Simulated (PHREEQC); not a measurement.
Dissolve 0.063 mol/kgw FeCl3, 0.099 mol/kgw CaCl2, 0.0021 mol/kgw HCl and 0.0018 mol/kgw NaCl at 25 °C. Closed to the air; pH follows from the charge balance.

Model: ion-association model, phreeqc.dat, run in PHREEQC.

No solid was allowed to form.

Order these Fe species by the share of Fe that they hold, largest first: FeOH+2, Fe+3, FeCl+2, Fe2(OH)2+4, FeCl2+.

FeCl+2 (51 %), Fe+3 (19 %), FeCl2+ (16 %), Fe2(OH)2+4 (7.1 %), FeOH+2 (5.8 %)

Order these Cl species by the share of Cl that they hold, largest first: Cl-, FeCl2+, FeCl+2.

Cl- (87 %), FeCl+2 (8.3 %), FeCl2+ (5.0 %)

The pH is 2.07 and the ionic strength 0.525 mol/kgw. Examples of supersaturated solids here: Hematite (slow to form), Goethite (slow to form). Others may be too.
